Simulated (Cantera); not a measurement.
Input (Python, Cantera) and output of one run.

```python
import numpy as np
import cantera as ct

gas_names = [...]  # 52 gases of nasa_gas.yaml made of F, H, N, S, Si
cond_names = """
    S(cr1) S(cr2) S(L) Si(cr) Si(L) Si3N4(a)
""".split()


# ... load() reads the species with a 1 bar reference pressure and builds the phases ...
atoms = {
    'Si': {'Si': 1},
    'NF3': {'N': 1, 'F': 3},
    'H2': {'H': 2},
    'SF6': {'S': 1, 'F': 6},
}
top_T = {'Si3N4(a)': 2400}  # K; cautious upper limits of use, not melting points


# ... equilibrate(T, P, feed) seeds the gas with the atoms and calls Mixture.equilibrate('TP', solver="vcs", rtol=1e-11, max_steps=5000) ...
results = []
feed = {'Si': 1, 'NF3': 6.5, 'H2': 0.98, 'SF6': 1.1}  # mol
P = 133.322  # Pa
for T in [700, 750, 800, 850, 900, 950, 1000, 1050]:
    mix = equilibrate(T, P, feed)
    results.append((T, P, feed, dict(zip(mix.species_names, mix.species_moles))))

top = {s: max(r[3][s] / sum(r[3][g] for g in gas_names) for r in results) for s in gas_names}
cols = sorted((s for s in top if top[s] > 1e-06), key=lambda s: -top[s])[:8]
seen = [c for c in cond_names if any(r[3].get(c, 0) > 1e-12 for r in results)]
print("log10 of partial pressures in bar; condensed amounts in mol")
print(f"{'T/K':>10s}" + "".join(f"{s[:9]:>10s}" for s in cols + seen))
for T, P, feed, n in results:
    ng = sum(n[g] for g in gas_names)
    print(f"{T:10.4g}" + "".join(f"{np.log10(max(n[s] / ng * P / 1e5, 1e-99)):10.3f}" for s in cols)
          + "".join(f"{n.get(c, 0):10.4g}" for c in seen))
```

It prints:

```
log10 of partial pressures in bar; condensed amounts in mol
       T/K         F        F2        N2        HF       SF6      SiF4       NF3
       700    -4.474    -3.265    -3.546    -3.714    -3.965    -4.006    -4.142
       750    -4.062    -3.252    -3.533    -3.740    -3.991    -4.032    -4.768
       800    -3.731    -3.301    -3.545    -3.761    -4.012    -4.054    -5.418
       850    -3.470    -3.409    -3.571    -3.790    -4.041    -4.082    -6.094
       900    -3.283    -3.594    -3.606    -3.826    -4.077    -4.118    -6.832
       950    -3.167    -3.864    -3.640    -3.860    -4.110    -4.152    -7.651
      1000    -3.108    -4.199    -3.662    -3.882    -4.133    -4.174    -8.519
      1050    -3.082    -4.557    -3.673    -3.893    -4.144    -4.185    -9.383
```

These are equilibrium values from Cantera (NASA tables, ideal gas, pure condensed phases), not measurements of a reactor.
